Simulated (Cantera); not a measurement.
Feed: 1 mol SiCl4, 0.24 mol C2H4, 610 mol H2, held at 2.50 mbar.

Cantera equilibrium calculation (NASA polynomials, part measured and part estimated; ideal gas, pure solids and liquids). Candidate condensed phases: C, C6H6, C7H8, C8H18, Si, SiC; 109 gas species. The tables' values for SiCl are old estimates; treat these amounts as uncertain. Gases not in the tables: Si2H6 and higher silanes. Rates play no part.

Task: At 1500 °C, list the 4 most abundant gas species with their mole fractions, and the condensed phases.

Result: H2 0.987, HCl 0.00626, H 0.00565, Si 0.000655. Condensed: SiC(s).
